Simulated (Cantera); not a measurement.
An isothermal, constant-pressure homogeneous reactor starts with 8.33 % CH₄, 91.7 % N₂, at 1900 K and 0.0900 Torr.

Detailed kinetics in Cantera: GRI-Mech 3.0 (53 species, 325 reactions). GRI-Mech 3.0 stops at C3 and has no aromatics, soot or wall deposition, so with more carbon than oxygen in the feed, carbon stays in small species such as C2H2 where larger ones or solid carbon would form. Radical loss at walls, strong at low pressure, is not modelled.

x: mole fraction; the columns are a selection and need not sum to one.

```csv
t (s),x CH₄,x CH₃,x CH₂,x C₂H,x C₂H₄,x HCN,x H₂
5.00e-6,0.0833,9.29e-9,<1e-12,<1e-12,<1e-12,<1e-12,1.13e-11
1.66e-5,0.0833,3.09e-8,<1e-12,<1e-12,<1e-12,<1e-12,1.25e-10
5.52e-5,0.0833,1.04e-7,<1e-12,<1e-12,<1e-12,<1e-12,1.36e-9
0.000183,0.0833,3.55e-7,<1e-12,<1e-12,<1e-12,<1e-12,1.47e-8
0.000610,0.0833,1.28e-6,<1e-12,<1e-12,<1e-12,<1e-12,1.52e-7
0.00203,0.0833,5.12e-6,2.12e-11,<1e-12,2.75e-12,<1e-12,1.36e-6
0.00673,0.0833,2.13e-5,5.23e-10,<1e-12,2.41e-10,<1e-12,8.80e-6
0.0224,0.0833,7.91e-5,6.63e-9,<1e-12,2.05e-8,<1e-12,3.77e-5
0.0743,0.0830,0.000271,6.17e-8,<1e-12,1.05e-6,1.09e-11,0.000136
0.247,0.0823,0.000899,5.50e-7,2.28e-10,3.98e-5,2.74e-10,0.000541
0.820,0.0772,0.00273,4.15e-6,3.98e-8,0.00108,…,0.00488
2.73,0.0405,0.00326,1.04e-5,1.05e-6,0.00254,…,0.0537
9.06,0.00919,0.00103,5.89e-6,2.57e-6,0.000158,…,0.101
30.1,0.00111,0.000215,2.41e-6,4.80e-6,5.16e-6,…,0.113
100,6.70e-5,2.49e-5,5.56e-7,9.31e-6,1.36e-7,…,0.114
```

Question: Complete the blanks.

Answer: 
- 0.820, x HCN: 1.68e-8
- 2.73, x HCN: 1.52e-6
- 9.06, x HCN: 1.19e-5
- 30.1, x HCN: 4.05e-5
- 100, x HCN: 0.000103
